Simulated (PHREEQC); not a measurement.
Dissolve 0.021 mol/kgw K2CO3 and 0.028 mol/kgw Fe(NO3)3 at 25 °C. Closed to the air; pH follows from the charge balance.

The numbers come from PHREEQC with the ion-association model, phreeqc.dat.

No solid was allowed to form.

Problem. Order these Fe species by the share of Fe that they hold, largest first: Fe2(OH)2+4, FeOH+2, Fe3(OH)4+5, Fe(OH)2+.

Solution. Fe3(OH)4+5 (65 %), Fe(OH)2+ (26 %), FeOH+2 (4.8 %), Fe2(OH)2+4 (3.1 %)

The pH is 4.58 and the ionic strength 0.150 mol/kgw. The solution is supersaturated, for example in Fe(OH)3(a), Hematite (slow to form), so a real one may precipitate; this is no full list. Species that the database lacks are ignored.
